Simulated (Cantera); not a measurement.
Input: 1 mol TEOS, 9.7 mol O2, 17 mol N2, equilibrated at 677 °C and 0.390 bar.

Method: chemical equilibrium by Gibbs-energy minimisation in Cantera with the NASA 1993 tables (ideal gas, pure condensed phases). Candidate condensed phases: C, C6H6, C7H8, C8H18, H2O, Si, SiC, SiO2, Si2N2O, Si3N4; 151 gas species. The feed counts by its element totals alone. The numbers say what is thermodynamically allowed, not how fast it happens.

Base state: N2 0.486, H2O 0.199, CO2 0.184, H2 0.0867, CO 0.0447 (mole fractions); condensed: SiO2(β-quartz).

Question: What changes in the equilibrium state with this change: temperature from 677 °C to 1502 °C?

Answer: 
```csv
species,before,after
N2,0.486,0.486
H2O,0.199,0.244
CO2,0.184,0.139
H2,0.0867,0.0420
CO,0.0447,0.0894
H,<1e-9,9.50e-5
OH,<1e-9,3.43e-5
"SiO2(β-quartz), mol",1.00,0
"SiO2(condensed), mol",0,1.000
```
The tables hold silica as quartz up to 1696 K and as liquid above; real silica turns to tridymite and cristobalite and melts near 1996 K. Gases not in the tables: Si(OH)4.

Question: What changes in the equilibrium state with this change: TEOS replaced by SiH2Cl2?

Answer: 
| species | before | after |
|---|---|---|
| N2 | 0.486 | 0.619 |
| O2 | <1e-9 | 0.308 |
| HCl | 0 | 0.0399 |
| CO2 | 0.184 | 0 |
| H2O | 0.199 | 0.0165 |
| H2 | 0.0867 | <1e-9 |
| CO | 0.0447 | 0 |
| Cl2 | 0 | 0.0165 |
| Cl | 0 | 3.63e-5 |
| NO | <1e-9 | 1.88e-5 |
| SiO2(β-quartz), mol | 1.00 | 1.00 |
Further candidate phases: NH4Cl.
